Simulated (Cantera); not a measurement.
A closed system holds: 1 mol SiO2, 18 mol CO, 6.6 mol H2, 0.79 mol CH4, held at 100 Torr.

These are equilibrium values from Cantera (NASA tables, ideal gas, pure condensed phases), not measurements of a reactor. Candidate condensed phases: C, C6H6, C7H8, C8H18, H2O, Si, SiC, SiO2; 123 gas species. Mutual solubility and eutectic melting of coexisting phases are not modelled. The tables hold silica as quartz up to 1696 K and as liquid above; real silica turns to tridymite and cristobalite and melts near 1996 K. Kinetics and transport are ignored.

Question: Which condensed phases are stable at each of these points (T (K)): 1350, 1375, 1400, 1425, 1450, 1475, 1500, 1525, 1550, 1575, 1600, 1625?

Answer: 
```json
[
 {"T (K)": "1350", "condensed phases": "C(graphite) + SiO2(β-quartz)", "Si condensed (%)": "100.0"},
 {"T (K)": "1375", "condensed phases": "C(graphite) + SiO2(β-quartz)", "Si condensed (%)": "100.0"},
 {"T (K)": "1400", "condensed phases": "C(graphite) + SiO2(β-quartz)", "Si condensed (%)": "100.0"},
 {"T (K)": "1425", "condensed phases": "C(graphite) + SiO2(β-quartz)", "Si condensed (%)": "100.0"},
 {"T (K)": "1450", "condensed phases": "C(graphite) + SiO2(β-quartz)", "Si condensed (%)": "100.0"},
 {"T (K)": "1475", "condensed phases": "C(graphite) + SiO2(β-quartz)", "Si condensed (%)": "99.9"},
 {"T (K)": "1500", "condensed phases": "C(graphite) + SiO2(β-quartz)", "Si condensed (%)": "99.8"},
 {"T (K)": "1525", "condensed phases": "C(graphite) + SiO2(β-quartz)", "Si condensed (%)": "99.5"},
 {"T (K)": "1550", "condensed phases": "C(graphite) + SiO2(β-quartz)", "Si condensed (%)": "98.8"},
 {"T (K)": "1575", "condensed phases": "C(graphite) + SiO2(β-quartz)", "Si condensed (%)": "97.2"},
 {"T (K)": "1600", "condensed phases": "SiC(s) + SiO2(β-quartz)", "Si condensed (%)": "94.0"},
 {"T (K)": "1625", "condensed phases": "SiC(s) + SiO2(β-quartz)", "Si condensed (%)": "89.5"}
]
```

From 1350 K to 1575 K the condensed part is C(graphite) + SiO2(β-quartz). From 1600 K to 1625 K the condensed part is SiC(s) + SiO2(β-quartz).
